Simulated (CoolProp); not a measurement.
Computed with CoolProp (reference Helmholtz-energy equation of state, Wu 2012).

Q: For fluoroethane (R161), give the phase and the Z, cp (kJ/(kg K)), cv (kJ/(kg K)), speed of sound (m/s) at 397.1 K and 0.963 MPa.

A: 
- 397.1 K and 0.963 MPa: gas; Z 0.942, cp 1.62, cv 1.39, speed of sound 266
